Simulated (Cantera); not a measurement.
**Silicon nitride deposition: SiH₄ + N₂**

Feed: 1 mol SiH₄, 60 mol N₂, at 1000 Pa.

Cantera equilibrium calculation (NASA polynomials, part measured and part estimated; ideal gas, pure solids and liquids). Candidate condensed phases: Si, Si₃N₄; 18 gas species. N₂ is the only nitrogen source here; it is nearly inert below about 1500 K, so the nitride shown seldom forms there in practice. The tables' values for SiN are old estimates; treat these amounts as uncertain. Kinetics and transport are ignored.

From 452 °C to 1502 °C the condensed part is Si₃N₄(s). From 1652 °C to 1802 °C the condensed part is Si(l).

| T (°C) | log p N₂ | log p H₂ | log p Si | log p H | log p Si₂N | log p SiN | log p Si₂ | log p SiH | n Si₃N₄(s) | n Si(l) |
|---|---|---|---|---|---|---|---|---|---|---|
| 452 | -2.01 | -3.49 | <-14 | <-14 | <-14 | <-14 | <-14 | <-14 | 0.333 | 0 |
| 602 | -2.01 | -3.49 | <-14 | -12.04 | <-14 | <-14 | <-14 | <-14 | 0.333 | 0 |
| 752 | -2.01 | -3.49 | <-14 | -10.10 | <-14 | <-14 | <-14 | <-14 | 0.333 | 0 |
| 902 | -2.01 | -3.49 | <-14 | -8.65 | <-14 | <-14 | <-14 | <-14 | 0.333 | 0 |
| 1052 | -2.01 | -3.49 | -12.70 | -7.53 | <-14 | -13.23 | <-14 | -13.58 | 0.333 | 0 |
| 1202 | -2.01 | -3.49 | -9.93 | -6.63 | -12.30 | -10.78 | <-14 | -11.12 | 0.333 | 0 |
| 1352 | -2.01 | -3.49 | -7.67 | -5.90 | -9.43 | -8.78 | -11.09 | -9.12 | 0.333 | 0 |
| 1502 | -2.01 | -3.49 | -5.81 | -5.28 | -7.06 | -7.13 | -8.20 | -7.46 | 0.330 | 0 |
| 1652 | -2.02 | -3.50 | -4.76 | -4.77 | -6.12 | -6.27 | -6.83 | -6.60 | 0 | 0.875 |
| 1802 | -2.02 | -3.53 | -3.99 | -4.34 | -5.57 | -5.66 | -5.90 | -6.00 | 0 | 0.285 |
log p: log10 of the partial pressure in bar; n: condensed amount in mol.
